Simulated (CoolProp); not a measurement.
A single-stage vapour-compression cycle with n-perfluorobutane: evaporating at 251.15 K (dew point), condensing at 284.15 K (bubble point), superheat 0 K, subcooling 0 K, compressor efficiency 0.9, no pressure losses. Each further row changes one setting.

Model: reference Helmholtz-energy equation of state, Gao 2022, in CoolProp.

| case | cooling COP | pressure ratio | discharge temperature (K) | refrigerating effect (kJ/kg) | volumetric capacity (kJ/m³) |
|---|---|---|---|---|---|
| as stated | 5.31 | 3.96 | 284.1 | 67.6 | 331 |
| evaporating temperature 256.15 K | 6.67 | 3.13 | 284.1 | 71.5 | 437 |
| condensing temperature 279.15 K | 6.58 | 3.30 | 279.2 | 73.2 | 359 |
| subcooling 5 K | 5.75 | 3.96 | 284.1 | 73.2 | 359 |
| superheat 10 K | 5.52 | 3.96 | 284.1 | 75.7 | 356 |
| compressor efficiency 0.8 | 4.72 | 3.96 | 284.1 | 67.6 | 331 |

The compression ends wet for: as stated; evaporating temperature 256.15 K; condensing temperature 279.15 K; subcooling 5 K; superheat 10 K; compressor efficiency 0.8.
